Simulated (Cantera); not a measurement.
## Reactions in the system Ca-O-S

Cantera with NASA thermochemical tables; ideal gases at 1 bar, condensed phases pure. Values are per mole of reaction as written; species without (g) are pure solids or liquids, kept so even where they would boil at 1 bar.

2 CaS + O2(g) ⇌ 2 CaO + S2(g)

```
T (K)  ΔH° (kJ)  ΔS° (J/K)  ΔG° (kJ)  log10 K
-----  --------  ---------  --------  -------
675      -195.5      -14.4    -185.8    14.38
825      -195.3      -14.1    -183.7    11.63
975      -195.1      -13.8    -181.6     9.73
1125     -194.8      -13.6    -179.5     8.33
1275     -194.5      -13.3    -177.5     7.27
1425     -194.1      -13.0    -175.5     6.43
```
